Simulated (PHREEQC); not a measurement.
# Metal-bearing waste water: an equilibrium model

Solution (30 °C): 2.6 mmol/kgw CdCl2, 0.25 mmol/kgw ZnCl2 and 0.38 mmol/kgw HCl. Closed to the air; pH follows from the charge balance.

All values are PHREEQC results (ion-association model, phreeqc.dat), not measurements.

Precipitation was switched off in this run.

Problem. Estimate the pH.

Solution. pH 3.46.

Problem. In which forms is Zn present?

Solution. Zn+2 99 %, ZnCl+ 1.2 % of the Zn.
